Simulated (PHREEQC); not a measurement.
Solution (20 °C): 0.54 mol/kgw HF, 5e-06 mol/kgw H4SiO4 and 0.00023 mol/kgw H2SO4. Closed to the air; pH follows from the charge balance.

Equilibrium calculation in PHREEQC: ion-association model, wateq4f.dat.

**Question.** The ionic strength comes out as 0.0195 mol/kgw. What activity coefficients do SO4-2, SiF6-2, HF2-, F-, H+ get?

**Answer.** SO4-2 0.59, SiF6-2 0.59, HF2- 0.87, F- 0.87, H+ 0.89.

No solid was allowed to form. Species that the database lacks are ignored. wateq4f.dat counts part of the HF as a dimer, H2F2, which phreeqc.dat doesn't know; its constant is uncertain. SiF6-2 is the database's only silicon fluoride.
